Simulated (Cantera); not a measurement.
Charge: 1 mol MgF₂, 0.59 mol H₂O, 62 mol H₂, equilibrated at 2.40 Torr.

Method: chemical equilibrium by Gibbs-energy minimisation in Cantera with the NASA 1993 tables (ideal gas, pure condensed phases). Candidate condensed phases: H₂O, Mg, MgF₂, MgO, Mg(OH)₂; 31 gas species. Mutual solubility and eutectic melting of coexisting phases are not modelled. Rates play no part.

x: gas mole fraction; n: condensed amount in mol.

```
T (K)   x H₂      x HF    x H₂O    x MgF₂  n MgF₂(s)  n MgO(s)
-----  -----  --------  -------  --------  ---------  --------
725    0.991   4.52e-5  0.00940    <1e-12      0.999   0.00141
775    0.991  0.000145  0.00935    <1e-12      0.995   0.00453
825    0.990  0.000399  0.00922    <1e-12      0.988    0.0125
875    0.990  0.000970  0.00894  6.15e-12      0.970    0.0304
925    0.990   0.00210  0.00837  1.08e-10      0.934    0.0658
975    0.989   0.00405        …   1.40e-9      0.873     0.127
1025   0.987   0.00694        …   1.40e-8      0.782     0.218
1075   0.985    0.0105        …   1.13e-7      0.671     0.329
1125   0.984    0.0138        …   7.48e-7      0.566     0.434
1175   0.983    0.0161        …   4.21e-6      0.491     0.509
1225   0.982    0.0175        …   2.04e-5      0.448     0.551
1275   0.982    0.0181        …   8.72e-5      0.423     0.572
1325   0.981    0.0184        …  0.000332      0.397     0.581
```

Problem. Some entries are withheld; supply them.

Solution. 
- 975, x H₂O: 0.00738
- 1025, x H₂O: 0.00592
- 1075, x H₂O: 0.00415
- 1125, x H₂O: 0.00248
- 1175, x H₂O: 0.00129
- 1225, x H₂O: 0.000617
- 1275, x H₂O: 0.000292
- 1325, x H₂O: 0.000142
